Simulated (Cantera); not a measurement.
# NO annealing gas

An isothermal, constant-pressure homogeneous reactor starts with NO : N2 = 3.9 : 3.9 (molar parts), at 2200 K and 1.30 bar.

Computed with Cantera and GRI-Mech 3.0 (53 species, 325 reactions).

```tsv
t (s)	x NO	x N2O	x O2	x N2	x O
4.00e-5	0.500	4.64e-5	2.53e-6	0.500	4.52e-5
9.57e-5	0.500	8.59e-5	1.85e-5	0.500	0.000110
0.000229	0.499	0.000122	0.000147	0.500	0.000225
0.000547	0.498	0.000131	0.000732	0.501	0.000281
0.00131	0.495	0.000129	0.00227	0.502	0.000297
0.00313	0.487	0.000125	0.00597	0.506	0.000329
0.00748	0.469	0.000114	0.0149	0.515	0.000397
0.0179	0.426	9.24e-5	0.0362	0.537	0.000523
0.0428	0.334	5.50e-5	0.0824	0.583	0.000723
0.102	0.184	1.64e-5	0.157	0.658	0.000963
0.245	0.0569	2.18e-6	0.221	0.721	0.00113
0.585	0.0174	8.69e-7	0.241	0.741	0.00117
1.40	0.0133	8.15e-7	0.243	0.743	0.00118
3.35	0.0132	8.15e-7	0.243	0.743	0.00118
8.00	0.0132	8.15e-7	0.243	0.743	0.00118
```
x: mole fraction; the columns are a selection and need not sum to one.

Equilibrium at this temperature and pressure: NO 0.0132, N2O 8.15e-7, O2 0.243, N2 0.743, O 0.00118 (gas phase only).
